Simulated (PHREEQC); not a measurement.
Solution (25 °C): 1 mmol/kgw CuSO4, 0.31 mmol/kgw NaHCO3 and 0.48 mmol/kgw NaCl. Closed to the air; pH follows from the charge balance.

Equilibrium calculation in PHREEQC: ion-association model, wateq4f.dat.

Precipitation was switched off in this run.

### Question
What pH, ionic strength does the model give?

### Answer
pH 6.15; ionic strength 0.00413 mol/kgw.

### Question
In which forms is S present?

### Answer
SO4-2 92 %, CuSO4 8.2 % of the S.

Saturation is exceeded, for instance for Malachite, Brochantite; the values hold only as long as no solid forms.
